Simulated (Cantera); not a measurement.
A closed system holds: 1 mol SO2, 0.029 mol O2, 7.1 mol H2, held at 608 Torr.

Equilibrium computed with Cantera from the NASA thermochemical tables; the gas is ideal and each condensed phase is pure. Candidate condensed phases: H2O, H2SO4, S; 19 gas species. Kinetics and transport are ignored. All values below are at 900 °C.

Base state: H2 0.569, H2O 0.290, H2S 0.141, S2 9.98e-5, SH 2.32e-5 (mole fractions); condensed: gas only.

**Question.** What changes in the equilibrium state with this change: H2 from 7.1 to 0.085 mol?

**Answer.** 
```csv
species,before,after
SO2,2.84e-7,0.915
H2O,0.290,0.0782
S2,9.98e-5,0.00515
H2,0.569,0.000230
H2S,0.141,0.000407
S2O,2.75e-8,0.000949
SO,3.20e-8,0.000154
SH,2.32e-5,3.34e-6
```
Gases not in the tables: S3 to S7.
